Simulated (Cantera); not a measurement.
Charge: 1 mol HCl, 0.13 mol H₂O, 0.91 mol N₂, held at 1973 K and 4.60 bar.

These are equilibrium values from Cantera (NASA tables, ideal gas, pure condensed phases), not measurements of a reactor. Candidate condensed phases: H₂O, NH₄Cl; 29 gas species. Rates play no part.

What is the equilibrium state?


| Quantity | Value |
|---|---|
| x(HCl) | 0.484 |
| x(N₂) | 0.445 |
| x(H₂O) | 0.0635 |
| x(Cl) | 0.00452 |
| x(H₂) | 0.00254 |
| x(Cl₂) | 0.000212 |
| x(OH) | 7.52e-5 |
| x(NO) | 3.18e-5 |
| x(H) | 3.17e-5 |
| gas amount | 2.045 mol |
